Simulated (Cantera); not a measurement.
Feed: 1 mol C3H8, 7.8 mol H2, 3 mol N2, held at 627 °C and 1.60 mbar.

Equilibrium computed with Cantera from the NASA thermochemical tables; the gas is ideal and each condensed phase is pure. Candidate condensed phases: C, C6H6, C7H8, C8H18; 92 gas species. Kinetics and transport are ignored.

Base state: H2 0.797, N2 0.203, CH4 0.000317 (mole fractions); condensed: C(graphite).

Q: What changes in the equilibrium state with this change: temperature from 627 °C to 377 °C?

A: 
```tsv
species	before	after
H2	0.797	0.768
N2	0.203	0.208
CH4	0.000317	0.0245
C(graphite), mol	3.00	2.65
```
